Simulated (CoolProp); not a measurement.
Vapour-liquid equilibrium of R143a (1) + n-butane (2) at 0.462 MPa; x and y are mole fractions of (1).

Model: multi-fluid Helmholtz-energy mixture model, Lemmon and Jacobsen 2000 and Bücker 2006; pair parameters Bell 2016, in CoolProp.

Give the bubble temperature and the first vapour's composition at x = 0.25, 0.45, 0.85. Is there an azeotrope?

x = 0.25: 5.0 °C, y = 0.752; x = 0.45: -1.3 °C, y = 0.821; x = 0.85: -7.2 °C, y = 0.922. No azeotrope shows between x = 0.05 and 0.95.

Pair parameters are fitted to limited data, so mixtures are less certain than the pure fluids. With so large a gap from Raoult's law the liquid may split in two, which this calculation doesn't test in full.
